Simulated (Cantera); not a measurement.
**Equilibrium for silicon carbide growth: SiH2Cl2 + C2H4 + H2**

A closed system holds: 1 mol SiH2Cl2, 0.41 mol C2H4, 750 mol H2, at 800 °C and 860 Pa.

These are equilibrium values from Cantera (NASA tables, ideal gas, pure condensed phases), not measurements of a reactor. Candidate condensed phases: C, C6H6, C7H8, C8H18, Si, SiC; 109 gas species. Mutual solubility and eutectic melting of coexisting phases are not modelled. Kinetics and transport are ignored.

The x(H2) comes out as 0.997, the x(HCl) comes out as 0.00262 and the x(SiCl2) is 1.34e-5. The n(Si(s)) is 0.169 mol. The n(SiC(s)) is 0.820 mol and the gas amount is 752.8 mol. The log10 activity of C(graphite) (absent) is -3.15.
